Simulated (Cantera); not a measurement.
Equilibrium for iron carbonyl, mercury and lead vapours: PbO + H₂

Charge: 1 mol PbO, 2.2 mol H₂, equilibrated at 1000 Pa.

These are equilibrium values from Cantera (NASA tables, ideal gas, pure condensed phases), not measurements of a reactor. Candidate condensed phases: H₂O, Pb, PbO, PbO₂, Pb₃O₄; 12 gas species. Kinetics and transport are ignored.

```
T (°C)  log p H₂  log p H₂O  log p Pb  log p H  log p PbO  log p Pb₂  log p OH  n Pb(l)
------  --------  ---------  --------  -------  ---------  ---------  --------  -------
550        -2.26      -2.34     -6.87   -12.27     -13.87     -13.78      <-14    1.000
650        -2.26      -2.34     -5.60   -10.74     -11.76     -11.64    -13.76    0.999
750        -2.26      -2.34     -4.57    -9.52     -10.07      -9.93    -12.17    0.994
850        -2.27      -2.35     -3.74    -8.51      -8.67      -8.53    -10.87    0.959
950        -2.30      -2.38     -3.04    -7.67      -7.51      -7.37     -9.80    0.780
1050       -2.43      -2.51     -2.51    -7.01      -6.58      -6.49     -8.93        0
1150       -2.43      -2.51     -2.51    -6.39      -6.23      -6.66     -8.13        0
1250       -2.43      -2.51     -2.51    -5.85      -5.94      -6.81     -7.44        0
1350       -2.43      -2.51     -2.51    -5.37      -5.68      -6.94     -6.83        0
```
log p: log10 of the partial pressure in bar; n: condensed amount in mol.

From 550 °C to 950 °C the condensed part is Pb(l). From 1050 °C to 1350 °C nothing is condensed. The main Pb-bearing gas is Pb throughout.
